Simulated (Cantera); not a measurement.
## Stirred combustor or abatement burner

A perfectly stirred reactor is fed with 11.7 % CH4, 5.49 % CO, 17.4 % O2, 65.4 % N2, at 3750 Torr; it is adiabatic with a 348 K inlet, and is followed from long to short residence time, starting on the burning branch (τ in s: 0.053, 0.023, 0.01, 0.0043, 0.0019, 0.00082, 0.00036, 0.00016, 6.8e-05, 3e-05, 1.3e-05).

Cantera simulation using GRI-Mech 3.0 (53 species, 325 reactions); the numbers are that mechanism's predictions, not measurements.

| τ (s) | T (K) | x CH4 | x CO | x O2 | x C2H6 | x H | x HO2 | x HCO |
|---|---|---|---|---|---|---|---|---|
| 0.053 | 1999 | 0.00125 | 0.100 | 0.000193 | 4.06e-7 | 0.000217 | 5.42e-8 | 5.64e-8 |
| 0.023 | 2001 | 0.00196 | 0.0983 | 0.000408 | 1.17e-6 | 0.000234 | 1.20e-7 | 7.71e-8 |
| 0.010 | 2001 | 0.00280 | 0.0960 | 0.000835 | 2.96e-6 | 0.000257 | 2.63e-7 | 1.18e-7 |
| 0.0043 | 1996 | 0.00375 | 0.0941 | 0.00168 | 7.04e-6 | 0.000291 | 5.96e-7 | 2.03e-7 |
| 0.0019 | 1982 | 0.00478 | 0.0932 | 0.00323 | 1.60e-5 | 0.000332 | 1.37e-6 | 3.72e-7 |
| 0.00082 | 1948 | 0.00627 | 0.0939 | 0.00653 | 4.04e-5 | 0.000368 | 3.57e-6 | 7.33e-7 |
| 0.00036 | 1805 | 0.0118 | 0.0988 | 0.0203 | 0.000225 | 0.000259 | 1.71e-5 | 1.56e-6 |
| 0.00016 | 348 | 0.117 | 0.0549 | 0.174 | <1e-12 | <1e-12 | <1e-12 | <1e-12 |
| 6.8e-5 | 348 | 0.117 | 0.0549 | 0.174 | <1e-12 | <1e-12 | <1e-12 | <1e-12 |
| 3.0e-5 | 348 | 0.117 | 0.0549 | 0.174 | <1e-12 | <1e-12 | <1e-12 | <1e-12 |
| 1.3e-5 | 348 | 0.117 | 0.0549 | 0.174 | <1e-12 | <1e-12 | <1e-12 | <1e-12 |
x: mole fraction; the columns are a selection and need not sum to one.
